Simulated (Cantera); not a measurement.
Low-pressure radical oxidation in H2/O2

An isothermal, constant-pressure homogeneous reactor starts with 0.110 % H2, 20.8 % O2, 79.1 % N2, equivalence ratio 0.0027, at 1300 K and 11.3 Torr.

Cantera simulation using GRI-Mech 3.0 (53 species, 325 reactions); the numbers are that mechanism's predictions, not measurements. Radical loss at walls, strong at low pressure, is not modelled.

| t (s) | x H2 | x O2 | x NO | x H2O2 | x N2O | x H |
|---|---|---|---|---|---|---|
| 2.00e-5 | 0.00110 | 0.208 | <1e-12 | <1e-12 | <1e-12 | 2.50e-11 |
| 7.96e-5 | 0.00110 | 0.208 | <1e-12 | <1e-12 | <1e-12 | 7.88e-11 |
| 0.000317 | 0.00110 | 0.208 | <1e-12 | <1e-12 | <1e-12 | 1.59e-10 |
| 0.00126 | 0.00110 | 0.208 | <1e-12 | <1e-12 | <1e-12 | 2.64e-10 |
| 0.00502 | 0.00110 | 0.208 | <1e-12 | 2.42e-12 | <1e-12 | 1.12e-9 |
| 0.0200 | 0.00110 | 0.208 | <1e-12 | 1.86e-11 | 1.42e-12 | 1.52e-7 |
| 0.0796 | 3.08e-6 | 0.207 | 5.49e-10 | 1.41e-9 | 4.57e-9 | 2.12e-5 |
| 0.317 | 2.15e-6 | 0.207 | 5.86e-9 | 1.27e-9 | 2.02e-8 | 1.71e-5 |
| 1.26 | 1.40e-6 | 0.207 | 3.03e-8 | 1.04e-9 | 3.05e-8 | 8.91e-6 |
| 5.02 | 4.49e-7 | 0.208 | 7.66e-8 | 5.10e-10 | 3.25e-8 | 1.58e-6 |
| 20.0 | 6.45e-8 | 0.208 | 1.14e-7 | 1.04e-10 | 2.99e-8 | 8.56e-8 |
x: mole fraction; the columns are a selection and need not sum to one.

Equilibrium at this temperature and pressure: H2 1.73e-9, O2 0.207, NO 0.000396, H2O2 3.37e-12, N2O 3.22e-9, H 3.78e-10 (gas phase only).
